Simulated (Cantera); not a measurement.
An adiabatic, constant-pressure homogeneous reactor starts with CH4 : H2 : O2 : N2 = 1 : 0.13 : 2.09 : 7.84 (molar parts), equivalence ratio 0.99, at 1450 K and 0.987 atm.

Computed with Cantera and GRI-Mech 3.0 (53 species, 325 reactions).

x: mole fraction; the columns are a selection and need not sum to one.

| t (s) | T (K) | x CH4 | x H2 | x O2 | x C2H6 | x CO2 | x C2H2 |
|---|---|---|---|---|---|---|---|
| 1.00e-6 | 1450 | 0.0904 | 0.0118 | 0.189 | <1e-12 | <1e-12 | <1e-12 |
| 2.80e-6 | 1450 | 0.0904 | 0.0118 | 0.189 | <1e-12 | <1e-12 | <1e-12 |
| 7.82e-6 | 1450 | 0.0904 | 0.0118 | 0.189 | 1.92e-11 | <1e-12 | <1e-12 |
| 2.19e-5 | 1450 | 0.0904 | 0.0118 | 0.189 | 5.48e-10 | 1.04e-11 | <1e-12 |
| 6.11e-5 | 1450 | 0.0904 | 0.0118 | 0.189 | ___ | 3.28e-10 | <1e-12 |
| 0.000171 | 1450 | 0.0903 | 0.0117 | 0.189 | ___ | 2.98e-8 | 5.36e-11 |
| 0.000478 | 1456 | 0.0888 | 0.0117 | 0.188 | ___ | 5.04e-6 | 1.01e-7 |
| 0.00134 | 2702 | <1e-12 | 0.0178 | 0.0235 | <1e-12 | 0.0487 | <1e-12 |
| 0.00374 | 2720 | <1e-12 | 0.0173 | 0.0205 | <1e-12 | 0.0497 | <1e-12 |
| 0.0105 | 2717 | <1e-12 | 0.0174 | 0.0197 | <1e-12 | 0.0496 | <1e-12 |
| 0.0292 | 2717 | <1e-12 | 0.0174 | 0.0197 | <1e-12 | 0.0496 | <1e-12 |
| 0.0818 | 2717 | <1e-12 | 0.0174 | 0.0197 | <1e-12 | 0.0496 | <1e-12 |
| 0.229 | 2717 | <1e-12 | 0.0174 | 0.0197 | <1e-12 | 0.0496 | <1e-12 |
| 0.639 | 2717 | <1e-12 | 0.0174 | 0.0197 | <1e-12 | 0.0496 | <1e-12 |
| 1.79 | 2717 | <1e-12 | 0.0174 | 0.0197 | <1e-12 | 0.0496 | <1e-12 |
| 5.00 | 2717 | <1e-12 | 0.0174 | 0.0197 | <1e-12 | 0.0496 | <1e-12 |

Problem. Some entries are withheld; supply them.

Solution. 
- 6.11e-5, x C2H6: 2.20e-8
- 0.000171, x C2H6: 2.23e-6
- 0.000478, x C2H6: 0.000307
